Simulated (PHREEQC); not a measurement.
Consider water at 20 °C with 4.1 mmol/kgw Li2SO4. It is in equilibrium with CO2 at log p = -3.4 (atm). Otherwise closed; pH follows from the charge balance.

Equilibrium calculation in PHREEQC: Pitzer model, pitzer.dat.

| Property | Result |
|---|---|
| pH | 5.63 |
| ionic strength | 0.0123 mol/kgw |
| specific conductance | 763 µS/cm |
| osmotic coefficient | 0.930 |

| species | molality | activity | log γ |
|---|---|---|---|
| Li+ | 0.00820 | 0.00731 | -0.050 |
| SO4-2 | 0.00410 | 0.00263 | -0.193 |
| CO2 | 1.56e-5 | 1.56e-5 | 0.000 |
| HCO3- | 3.21e-6 | 2.85e-6 | -0.052 |
| H+ | 2.64e-6 | 2.33e-6 | -0.054 |
| HSO4- | 5.74e-7 | 5.09e-7 | -0.052 |
| OH- | 3.31e-9 | 2.94e-9 | -0.051 |

Precipitation was switched off in this run.
